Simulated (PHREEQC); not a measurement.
Make-up at 25 °C: 0.013 mol MnSO4, 0.0017 mol MgSO4 and 0.00035 mol H2SO4 per kg of water. Closed to the air; pH follows from the charge balance.

All values are PHREEQC results (Pitzer model, pitzer.dat), not measurements.

### Question
The ionic strength comes out as 0.0594 mol/kgw. What activity coefficients do Mn+2, HSO4-, H+, SO4-2, Mg+2 get?

### Answer
Mn+2 0.37, HSO4- 0.77, H+ 0.81, SO4-2 0.34, Mg+2 0.39. Single-ion values are on the MacInnes scale.

No solid was allowed to form.
